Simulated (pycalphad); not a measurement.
**Effect of Al content in Si-Al**

CALPHAD calculation (pycalphad, COST 507 light-alloy database (1999)), 1 atm. The data set is of 1999 and partly superseded. Amounts are mole fractions of atoms.

```csv
alloy,liquidus (°C),first solid,solidus (°C),phases at 877 °C
Si-11.29Al (wt.%),1356,diamond (Si),577,"diamond (Si) 0.82, liquid 0.18"
Si-45.8Al (wt.%),1095,diamond (Si),577,"liquid 0.70, diamond (Si) 0.30"
Si-93.36Al (wt.%),619,fcc,577,liquid 1.00
```
